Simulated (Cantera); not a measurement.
Input (Python, Cantera):

```python
import numpy as np
import cantera as ct

gas = ct.Solution("gri30.yaml")
gas.TPX = 400, 1100000, {'CH4': 1, 'C2H6': 0.12, 'O2': 3.02, 'N2': 11.4}
inlet = ct.Reservoir(gas, clone=True)
gas.equilibrate("HP")  # start burning
reactor = ct.IdealGasConstPressureReactor(gas, energy="on", clone=False)
exhaust = ct.Reservoir(gas, clone=True)
tau = [0.27, 0.082, 0.025, 0.0075, 0.0023, 0.00069, 0.00021, 6.4e-05, 1.9e-05][0]
for a, b in ((inlet, reactor), (reactor, exhaust)):
    ct.MassFlowController(a, b, mdot=lambda t: reactor.mass / tau)
net = ct.ReactorNet([reactor])
show = ['CH4', 'C2H6', 'O2', 'HO2', 'HCO', 'CH2']

rows = []
print(f"{'tau/s':>10s}{'T/K':>9s}" + "".join(f"{s:>11s}" for s in show))
for tau in [0.27, 0.082, 0.025, 0.0075, 0.0023, 0.00069, 0.00021, 6.4e-05, 1.9e-05]:
    net.initial_time = 0.0
    net.advance(30 * tau)
    before = gas.X
    net.advance(40 * tau)
    drift = np.max(np.abs(gas.X - before) / (gas.X + 1e-9))
    rows.append([gas.T, *gas[show].X, drift])
    print(f"{tau:10.3e}{gas.T:9.1f}" + "".join(f"{x:11.3e}" for x in gas[show].X))
```

It prints:

```
     tau/s      T/K        CH4       C2H6         O2        HO2        HCO        CH2
 2.700e-01   2083.2  3.539e-07  6.142e-09  3.753e-02  2.426e-06  6.817e-10  3.536e-09
 8.200e-02   2084.6  1.132e-06  1.983e-08  3.795e-02  2.514e-06  2.231e-09  1.164e-08
 2.500e-02   2084.5  3.511e-06  6.321e-08  3.820e-02  2.703e-06  7.312e-09  3.773e-08
 7.500e-03   2081.7  1.028e-05  1.979e-07  3.841e-02  3.251e-06  2.442e-08  1.208e-07
 2.300e-03   2074.3  2.640e-05  5.709e-07  3.877e-02  4.781e-06  8.013e-08  3.594e-07
 6.900e-04   2057.5  6.391e-05  1.582e-06  3.960e-02  8.838e-06  2.715e-07  1.016e-06
 2.100e-04   2023.7  1.556e-04  4.284e-06  4.149e-02  1.870e-05  9.186e-07  2.631e-06
 6.400e-05   1952.7  4.536e-04  1.328e-05  4.621e-02  4.498e-05  3.148e-06  6.381e-06
 1.900e-05    400.0  6.435e-02  7.722e-03  1.943e-01 -4.192e-18  4.069e-34 -3.979e-33
```

Detailed kinetics in Cantera: GRI-Mech 3.0 (53 species, 325 reactions).
